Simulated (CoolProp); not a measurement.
Saturated liquid density (kg/m³) of water: the reference equation beside estimates from Tc = 647.1 K, pc = 22060 kPa, ω = 0.344. Rackett uses Z = 0.29056 − 0.08775 ω.

Computed with CoolProp (reference Helmholtz-energy equation of state, Wagner 2002).

| T (K) | reference | Rackett | Redlich-Kwong | Soave-Redlich-Kwong | Peng-Robinson |
|---|---|---|---|---|---|
| 373.4 | 958.2 | 812.9 | 682.4 | (withheld) | 800.4 |
| 389 | 946.4 | 798.8 | 669.8 | 699.0 | 788.5 |
| 404.6 | 933.6 | 784.3 | 656.5 | 687.3 | 775.9 |
| 420.2 | (withheld) | 769.5 | 642.7 | 674.7 | 762.4 |
| 435.8 | 904.8 | (withheld) | 628.2 | 661.4 | 747.9 |
| 451.4 | 888.9 | 738.3 | 612.9 | 647.2 | 732.4 |
| 467 | 871.7 | 722.0 | 596.9 | 632.0 | 715.8 |
| 482.6 | 853.4 | 704.9 | 579.9 | 615.7 | 697.8 |
| 498.2 | 833.7 | 687.2 | 562.0 | 598.1 | 678.3 |
| 513.8 | 812.4 | 668.5 | 543.0 | 579.1 | 657.1 |
| 529.4 | 789.5 | 648.8 | 522.7 | 558.5 | 633.9 |
| 545 | 764.4 | 627.8 | 500.9 | 535.9 | 608.4 |
| 560.6 | 736.7 | 605.1 | 477.3 | 511.1 | 580.0 |

Problem. Fill in the missing entries.

Solution. 
- 373.4, Soave-Redlich-Kwong: 710.1
- 420.2, reference: 919.7
- 435.8, Rackett: 754.1

Absolute difference from the reference over all 13 rows, mean and median: Rackett 16.9 and 17.2 %, Redlich-Kwong 31.7 and 31.5 %, Soave-Redlich-Kwong 27.8 and 27.5 %, Peng-Robinson 18.3 and 17.9 %.
